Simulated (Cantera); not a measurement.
An isothermal, constant-pressure homogeneous reactor starts with 27.0 % N2O, 0.0594 % H2, 72.9 % N2, at 1548 K and 760 Torr.

Cantera simulation using GRI-Mech 3.0 (53 species, 325 reactions); the numbers are that mechanism's predictions, not measurements. GRI-Mech 3.0 was tuned for natural gas; its chemistry of N2O as a main component is partial and can be far from experiment. The temperature is held fixed by assumption; the heat of reaction is taken as removed at once.

x: mole fraction; the columns are a selection and need not sum to one.

```csv
t (s),x N2O,x H2,x H2O,x H2O2,x HO2,x NO
0.000600,0.253,3.94e-5,0.000517,?,2.71e-6,0.00370
0.00173,0.224,9.62e-7,0.000559,?,8.58e-7,0.0102
0.00500,0.160,1.01e-7,0.000544,?,3.61e-7,0.0241
0.0144,0.0686,9.18e-8,0.000523,?,1.56e-7,0.0424
0.0416,0.0105,3.99e-8,0.000516,3.85e-10,6.02e-8,0.0505
0.120,0.000177,7.20e-9,0.000520,5.43e-11,1.30e-8,0.0509
0.346,9.61e-7,6.02e-9,0.000520,4.36e-11,1.07e-8,0.0509
1.000,9.56e-7,6.02e-9,0.000520,4.36e-11,1.07e-8,0.0508
2.88,9.49e-7,6.01e-9,0.000520,4.36e-11,1.07e-8,0.0506
8.32,9.30e-7,6.01e-9,0.000520,4.37e-11,1.07e-8,0.0501
24.0,8.77e-7,5.98e-9,0.000520,4.39e-11,1.08e-8,0.0485
69.3,7.47e-7,5.92e-9,0.000520,4.43e-11,1.09e-8,0.0444
200,5.05e-7,5.78e-9,0.000520,4.53e-11,1.13e-8,0.0355
```

Problem. Complete the blanks.

Solution. 
- 0.000600, x H2O2: 4.80e-9
- 0.00173, x H2O2: 1.69e-9
- 0.00500, x H2O2: 1.43e-9
- 0.0144, x H2O2: 1.07e-9
